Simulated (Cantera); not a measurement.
# Premixed flame

A freely propagating, adiabatic, planar premixed flame of CO : H2 : CH4 : O2 : N2 = 1 : 0.95 : 0.15 : 1.16 : 4.36 (molar parts), unburnt at 675 K and 100000 Pa; mixture-averaged transport, grid criteria slope 0.08 and curve 0.16, no radiation.

Computed with Cantera and GRI-Mech 3.0 (53 species, 325 reactions). Burning velocities carry a grid error of a few per cent, more on coarse grids.

```
z (mm)   T (K)  u (m/s)    x CO    x H2     x CH4   x C2H4    x H2O     x HO2
-------  -----  -------  ------  ------  --------  -------  -------  --------
-1.10      675     4.76   0.131   0.125    0.0197    <1e-8    <1e-8     <1e-8
-0.735     675     4.76   0.131   0.125    0.0197    <1e-8  1.40e-8   2.12e-8
-0.551     675     4.76   0.131   0.125    0.0197    <1e-8  2.34e-7   3.98e-7
-0.368     676     4.76   0.131   0.124    0.0197    <1e-8  1.70e-5   1.95e-5
-0.184     731     5.11   0.132   0.113    0.0197  1.63e-7  0.00349  0.000218
-0.0919    952     6.58   0.132  0.0914    0.0176  2.89e-6   0.0227  0.000140
0         1380     9.48   0.131  0.0558   0.00577  7.60e-6   0.0778   7.97e-5
0.0919    1622     11.1   0.117  0.0284  0.000241  1.79e-7    0.119   2.96e-5
0.184     1727     11.7   0.101  0.0218   4.82e-6    <1e-8    0.127   1.89e-5
0.368     1856     12.5  0.0816  0.0221     <1e-8    <1e-8    0.127   1.24e-5
0.735     1996     13.3  0.0719  0.0221     <1e-8    <1e-8    0.131   8.50e-6
1.47      2139     14.1  0.0685  0.0199     <1e-8    <1e-8    0.140   5.79e-6
2.94      2276     14.8  0.0638  0.0169     <1e-8    <1e-8    0.148   3.85e-6
```
x: mole fraction of selected species; z is measured from the peak of heat release.

```json
{
 "laminar_burning_velocity": "476 cm/s",
 "thermal_thickness": "0.368 mm",
 "peak x(C2H4)": "8.90e-6",
 "peak x(HO2)": "0.000219",
 "grid_points": "175"
}
```
